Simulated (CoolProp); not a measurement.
Vapour-liquid equilibrium of n-hexane (1) + n-decane (2) at 4.02 bar; x and y are mole fractions of (1).

Model: multi-fluid Helmholtz-energy mixture model, Thol 2019 and Lemmon 2006; pair parameters Kunz 2012, in CoolProp.

```csv
x,"bubble temperature, mixture model (°C)","bubble temperature, Raoult's law (°C)","y, mixture model","y, Raoult's law"
0.05,…,221.0,0.205,0.310
0.2,196.2,186.7,…,0.725
0.35,172.7,165.0,…,0.871
0.5,155.1,149.9,0.908,0.935
0.65,141.6,138.5,0.955,0.968
0.8,…,129.6,0.981,0.986
0.95,122.7,122.4,0.996,0.997
```

Problem. Some entries are withheld; supply them.

Solution. 
- 0.05, bubble temperature, mixture model (°C): 226.3
- 0.2, y, mixture model: 0.616
- 0.35, y, mixture model: 0.814
- 0.8, bubble temperature, mixture model (°C): 131.1

The largest gap from Raoult's law is +9.5 K in bubble temperature, at x = 0.2. No azeotrope shows between x = 0.05 and 0.95.

Pair parameters are fitted to limited data, so mixtures are less certain than the pure fluids.
